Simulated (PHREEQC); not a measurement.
**Buffer**

Consider water at 25 °C with 0.0032 mol/kgw NaHSO4 and 0.19 mol/kgw Na2HPO4. Closed to the air; pH follows from the charge balance.

Equilibrium calculation in PHREEQC: ion-association model, phreeqc.dat.

Each row changes one thing in this solution. No solid was allowed to form.

| case | pH | ionic strength (mol/kgw) | Na+ (mol/kgw) |
|---|---|---|---|
| as made | 8.37 | 0.522 | 0.357 |
| temperature from 25 to 85 °C | 8.16 | (withheld) | 0.361 |
| temperature from 25 to 5 °C | 8.44 | 0.520 | 0.357 |
| Na2HPO4 replaced by NaBF4 at the same molality | 2.43 | 0.199 | 0.192 |
| NaHSO4 left out | 9.00 | 0.521 | 0.355 |
| diluted 5-fold with water | 8.60 | 0.111 | 0.0747 |
| Na2HPO4 left out | 2.60 | (withheld) | 0.00317 |

### Question
Fill in the missing entries.

### Answer

- temperature from 25 to 85 °C, ionic strength (mol/kgw): 0.529
- Na2HPO4 left out, ionic strength (mol/kgw): 0.00856

Species that the database lacks are ignored. Constants without temperature data keep their 25 °C values here. Real BF4- forms and hydrolyses slowly; the run takes it at equilibrium.
